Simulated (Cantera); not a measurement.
A diamond (100) surface in a fixed gas of H2 with x(CH4) = 0.027, x(H) = 0.002, x(CH3) = 0.00091, at 1325 K; coverages are run to steady state.

Detailed kinetics in Cantera: the Harris–Goodwin 1993 mechanism for the reconstructed diamond (100) surface.

θ: site fractions in the mechanism's names (c6HH fully hydrogenated, c6H* and c6*H radical sites, c6** diradical, c6HM methylated).

```csv
P (Pa),growth (µm/h),θ c6HH,θ c6H*,θ c6*H,θ c6**,θ c6HM
570,0.314,0.391,0.0505,0.518,0.0374,[?]
860,0.578,0.391,0.0505,0.518,0.0371,[?]
1300,1.03,0.391,0.0504,0.517,0.0367,[?]
2000,1.82,0.391,0.0504,0.517,0.0365,[?]
3000,3.05,0.391,0.0504,0.516,0.0362,[?]
4500,5.05,0.390,0.0503,0.516,0.0361,[?]
6800,8.45,0.390,0.0503,0.515,0.0359,[?]
10000,13.8,0.390,0.0502,0.514,0.0358,[?]
```

Fill in the missing entries.


- 570, θ c6HM: 0.000117
- 860, θ c6HM: 0.000184
- 1300, θ c6HM: 0.000288
- 2000, θ c6HM: 0.000456
- 3000, θ c6HM: 0.000697
- 4500, θ c6HM: 0.00106
- 6800, θ c6HM: 0.00160
- 10000, θ c6HM: 0.00235
